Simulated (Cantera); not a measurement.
# MgSO4 + H2O (calcination and drying)

A closed system holds: 1 mol MgSO4, 0.44 mol H2O, equilibrated at 6.23 Torr.

Method: chemical equilibrium by Gibbs-energy minimisation in Cantera with the NASA 1993 tables (ideal gas, pure condensed phases). Candidate condensed phases: H2O, H2SO4, Mg, MgO, Mg(OH)2, MgS, MgSO4, S; 26 gas species. Mutual solubility and eutectic melting of coexisting phases are not modelled. Equilibrium is a limit: real reactors are often held back by kinetics, nucleation or transport.

From 900 K to 1100 K the condensed part is MgO(s) + MgSO4(s). From 1200 K to 1800 K the condensed part is MgO(s).

| T (K) | x H2O | x SO2 | x O2 | x SO3 | x OH | x O | x H2 | n MgO(s) | n MgSO4(s) |
|---|---|---|---|---|---|---|---|---|---|
| 900 | 0.998 | 0.00106 | 0.000529 | 1.48e-5 | 3.08e-8 | 1.36e-12 | 1.52e-9 | 0.000473 | 1.000 |
| 1000 | 0.954 | 0.0303 | 0.0152 | 0.000614 | 6.10e-7 | 2.12e-10 | 7.43e-9 | 0.0143 | 0.986 |
| 1100 | 0.294 | 0.462 | 0.231 | 0.0126 | 3.96e-6 | 1.32e-8 | 8.85e-9 | 0.710 | 0.290 |
| 1200 | 0.227 | 0.511 | 0.255 | 0.00605 | 1.57e-5 | 1.39e-7 | 6.28e-8 | 1.00 | 0 |
| 1300 | 0.227 | 0.513 | 0.257 | 0.00289 | 5.51e-5 | 9.84e-7 | 4.27e-7 | 1.00 | 0 |
| 1400 | 0.227 | 0.514 | 0.257 | 0.00154 | 0.000162 | 5.27e-6 | 2.22e-6 | 1.00 | 0 |
| 1500 | 0.227 | 0.515 | 0.257 | 0.000889 | 0.000411 | 2.26e-5 | 9.28e-6 | 1.00 | 0 |
| 1600 | 0.226 | 0.515 | 0.257 | 0.000551 | 0.000928 | 8.07e-5 | 3.25e-5 | 1.00 | 0 |
| 1700 | 0.226 | 0.515 | 0.257 | 0.000362 | 0.00190 | 0.000249 | 9.82e-5 | 1.000 | 0 |
| 1800 | 0.224 | 0.514 | 0.256 | 0.000249 | 0.00360 | 0.000676 | 0.000262 | 1.000 | 0 |
x: gas mole fraction; n: condensed amount in mol.
